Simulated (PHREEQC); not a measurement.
**Brine: speciation**

A solution holds 0.41 mol/kgw H2SO4, 0.75 mol/kgw MgSO4 and 0.6 mol/kgw NaCl, at 25 °C. Closed to the air; pH follows from the charge balance.

Equilibrium calculation in PHREEQC: Pitzer model, pitzer.dat.

Each row changes one thing in this solution. This is a speciation only: nothing precipitates in the calculation.

```
case                                      pH  ionic strength (mol/kgw)  SO4-2 (mol/kgw)  HSO4- (mol/kgw)  SI of Mirabilite (Na2SO4:10H2O)  SI of Thenardite (Na2SO4)
--------------------------------  ----------  ------------------------  ---------------  ---------------  -------------------------------  -------------------------
as made                                 0.48                      3.81            0.648            0.512                            -1.60                      -2.29
0.8 mol/kgw FeSO4 added                 0.42                      7.01             1.45            0.510                            -1.59                 (withheld)
MgSO4 left out                          0.31                      1.23            0.109            0.301                            -1.97                      -2.75
diluted 2-fold with water         (withheld)                (withheld)            0.340            0.240                            -2.12                      -2.95
MgSO4 from 0.75 to 0.15 mol/kgw         0.36                      1.68            0.187            0.373                            -1.84                      -2.61
NaCl from 0.6 to 0.66 mol/kgw           0.47                      3.86            0.647            0.513                       (withheld)                      -2.21
MgSO4 from 0.75 to 0.675 mol/kgw        0.48                      3.52            0.582            0.503                       (withheld)                      -2.32
diluted 5-fold with water               1.28                     0.789            0.144           0.0883                            -2.89                      -3.79
```

Question: What belongs in the gaps?

Answer: 
- 0.8 mol/kgw FeSO4 added, SI of Thenardite (Na2SO4): -2.14
- diluted 2-fold with water, pH: 0.89
- diluted 2-fold with water, ionic strength (mol/kgw): 1.93
- NaCl from 0.6 to 0.66 mol/kgw, SI of Mirabilite (Na2SO4:10H2O): -1.53
- MgSO4 from 0.75 to 0.675 mol/kgw, SI of Mirabilite (Na2SO4:10H2O): -1.62

In brines, pH and single-ion activities rest on the MacInnes convention.
